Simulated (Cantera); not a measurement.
An isothermal, constant-pressure homogeneous reactor starts with CO : O2 : H2O : N2 = 0.0048 : 0.075 : 0.034 : 1 (molar parts), at 1350 K and 6.10 bar.

Cantera simulation using GRI-Mech 3.0 (53 species, 325 reactions); the numbers are that mechanism's predictions, not measurements.

x: mole fraction; the columns are a selection and need not sum to one.

| t (s) | x CO | x O2 | x H2O | x OH | x H | x H2 | x O |
|---|---|---|---|---|---|---|---|
| 0.000300 | 0.00402 | 0.0672 | 0.0305 | 5.45e-5 | 1.95e-6 | 1.02e-5 | 2.35e-5 |
| 0.000902 | 0.00200 | 0.0662 | 0.0305 | 5.89e-5 | 1.19e-6 | 1.23e-5 | 1.73e-5 |
| 0.00271 | … | 0.0655 | 0.0306 | … | … | … | … |
| 0.00815 | 5.03e-5 | 0.0653 | 0.0306 | 1.62e-5 | 9.71e-9 | 3.28e-7 | 5.89e-7 |
| 0.0245 | 2.79e-6 | 0.0653 | 0.0306 | 7.01e-6 | 4.05e-10 | 3.07e-8 | 9.43e-8 |
| 0.0736 | … | 0.0653 | 0.0306 | 4.94e-6 | 1.02e-10 | 1.03e-8 | 4.58e-8 |
| 0.221 | 2.76e-9 | 0.0653 | 0.0306 | 4.84e-6 | 9.71e-11 | 9.96e-9 | 4.40e-8 |
| 0.665 | 2.76e-9 | 0.0653 | 0.0306 | 4.83e-6 | 9.69e-11 | 9.96e-9 | 4.39e-8 |
| 2.00 | 2.76e-9 | 0.0653 | 0.0306 | 4.83e-6 | 9.69e-11 | 9.96e-9 | 4.39e-8 |

Problem. What belongs in the gaps?

Solution. 
- 0.00271, x CO: 0.000470
- 0.00271, x OH: 3.53e-5
- 0.00271, x H: 1.75e-7
- 0.00271, x H2: 2.82e-6
- 0.00271, x O: 4.13e-6
- 0.0736, x CO: 2.87e-8
